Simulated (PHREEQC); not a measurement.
Solution (25 °C): 0.25 mol H3PO4 per kg of water. Closed to the air; pH follows from the charge balance.

Model: ion-association model, wateq4f.dat, run in PHREEQC.

```yaml
pH: 1.42
ionic_strength: 0.0444 mol/kgw
total_alkalinity: -250 meq/kg
```

```tsv
species	molality	activity	log γ
H3PO4	0.206	0.208	0.004
H+	0.0444	0.0381	-0.066
H2PO4-	0.0444	0.0370	-0.078
HPO4-2	1.26e-7	6.04e-8	-0.319
```

Precipitation was switched off in this run. H3PO4, which wateq4f.dat lacks, is added to it with the constant of phreeqc.dat.
